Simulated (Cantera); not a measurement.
A perfectly stirred reactor is fed with 14.3 % C₂H₆, 85.7 % N₂, at 2670 Pa; it is held at 1473 K, and followed from long to short residence time.

Cantera simulation using GRI-Mech 3.0 (53 species, 325 reactions); the numbers are that mechanism's predictions, not measurements. GRI-Mech 3.0 stops at C3 and has no aromatics, soot or wall deposition, so with more carbon than oxygen in the feed, carbon stays in small species such as C2H2 where larger ones or solid carbon would form. Radical loss at walls, strong at low pressure, is not modelled.

x: mole fraction; the columns are a selection and need not sum to one.

```
τ (s)      x C₂H₆    x CH₄     x H₂       x H    x C₂H   x C₂H₄
-------  --------  -------  -------  --------  -------  -------
1.2      0.000348   0.0293    0.182  0.000132  1.12e-7  0.00234
0.43            …        …    0.169         …        …        …
0.15      0.00217   0.0449    0.152  0.000168  1.44e-7   0.0107
0.054     0.00538   0.0505    0.131  0.000184  1.51e-7   0.0208
0.019           …   0.0507        …  0.000192        …        …
0.0069     0.0323   0.0415   0.0777  0.000184  9.52e-8   0.0473
0.0025     0.0665   0.0242   0.0484  0.000158  4.43e-8   0.0427
0.00087     0.107  0.00859   0.0211  0.000118  1.18e-8   0.0220
0.00031     0.132  0.00192  0.00554   6.82e-5  1.36e-9  0.00595
```

Task: What belongs in the gaps?

Result: 
- 0.43, x C₂H₆: 0.000858
- 0.43, x CH₄: 0.0370
- 0.43, x H: 0.000150
- 0.43, x C₂H: 1.29e-7
- 0.43, x C₂H₄: 0.00498
- 0.019, x C₂H₆: 0.0136
- 0.019, x H₂: 0.106
- 0.019, x C₂H: 1.37e-7
- 0.019, x C₂H₄: 0.0358
